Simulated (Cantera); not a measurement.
## Halide evaporation, hydrolysis and transport: CaCl2 + N2

Charge: 1 mol CaCl2, 17 mol N2, equilibrated at 1875 K and 13.3 mbar.

Method: chemical equilibrium by Gibbs-energy minimisation in Cantera with the NASA 1993 tables (ideal gas, pure condensed phases). Candidate condensed phases: Ca, CaCl2; 8 gas species. Kinetics and transport are ignored.

```json
{
  "x(N2)": "0.944",
  "x(CaCl2)": "0.0552",
  "x(Cl)": "0.000329",
  "x(CaCl)": "0.000308",
  "x(Ca)": "1.05e-5",
  "gas_amount": "18.01 mol",
  "log10 activity of CaCl2(l) (absent)": "-2.12",
  "log10 activity of Ca(l) (absent)": "-7.08"
}
```
